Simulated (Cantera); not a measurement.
What does this Cantera script print?

```python
import numpy as np
import cantera as ct

gas_names = """
    F F2 N NF NF2 NF3 N2 Si SiF SiF2 SiF3 SiF4 SiN Si2 Si2N Si3
""".split()
cond_names = """
    Si(cr) Si(L) Si3N4(a)
""".split()


# ... load() reads the species with a 1 bar reference pressure and builds the phases ...
atoms = {
    'Si': {'Si': 1},
    'NF3': {'N': 1, 'F': 3},
}
top_T = {'Si3N4(a)': 2400}  # K; cautious upper limits of use, not melting points


# ... equilibrate(T, P, feed) seeds the gas with the atoms and calls Mixture.equilibrate('TP', solver="vcs", rtol=1e-11, max_steps=5000) ...
results = []
T = 650  # K
P = 610  # Pa
for m in [0.62, 0.82, 1.1, 1.5, 1.9, 2.6, 3.4]:
    feed = {'Si': 1, 'NF3': m}  # mol
    mix = equilibrate(T, P, feed)
    results.append((T, P, feed, dict(zip(mix.species_names, mix.species_moles))))

top = {s: max(r[3][s] / sum(r[3][g] for g in gas_names) for r in results) for s in gas_names}
cols = sorted((s for s in top if top[s] > 1e-06), key=lambda s: -top[s])[:8]
seen = [c for c in cond_names if any(r[3].get(c, 0) > 1e-12 for r in results)]
print("log10 of partial pressures in bar; condensed amounts in mol")
print(f"{'n(NF3)':>10s}" + "".join(f"{s[:9]:>10s}" for s in cols + seen))
for T, P, feed, n in results:
    ng = sum(n[g] for g in gas_names)
    print(f"{feed['NF3']:10.4g}" + "".join(f"{np.log10(max(n[s] / ng * P / 1e5, 1e-99)):10.3f}" for s in cols)
          + "".join(f"{n.get(c, 0):10.4g}" for c in seen))
```

It prints:

```
log10 of partial pressures in bar; condensed amounts in mol
    n(NF3)      SiF4       NF3        N2        F2         F    Si(cr)  Si3N4(a)
      0.62    -2.215   -99.000   -21.304   -62.264   -34.441      0.07     0.155
      0.82    -2.311   -82.448    -2.915   -56.183   -31.400         0    0.1283
       1.1    -2.398   -82.276    -2.678   -56.147   -31.382         0   0.05833
       1.5    -2.491    -3.435    -2.650    -3.596    -5.106         0         0
       1.9    -2.591    -2.966    -2.723    -3.259    -4.938         0         0
       2.6    -2.725    -2.739    -2.813    -3.077    -4.847         0         0
       3.4    -2.840    -2.639    -2.883    -2.987    -4.802         0         0
```

Equilibrium computed with Cantera from the NASA thermochemical tables; the gas is ideal and each condensed phase is pure.
